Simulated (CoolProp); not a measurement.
Values from CoolProp's reference Helmholtz-energy equation of state, Lemmon 2006. It is a short technical equation, of lower accuracy than the large ones.

Problem. Give the vapour pressure (kPa), liquid cp (kJ/(kg K)), surface tension (mN/m) of saturated acetone at 376.3 K.

Solution. 
```json
[
 {"T (K)": "376.3", "p (kPa)": "403", "liquid cp (kJ/(kg K))": "2.40", "surface tension (mN/m)": "13.2"}
]
```

Surface tension comes from a separate correlation (Mulero 2012).
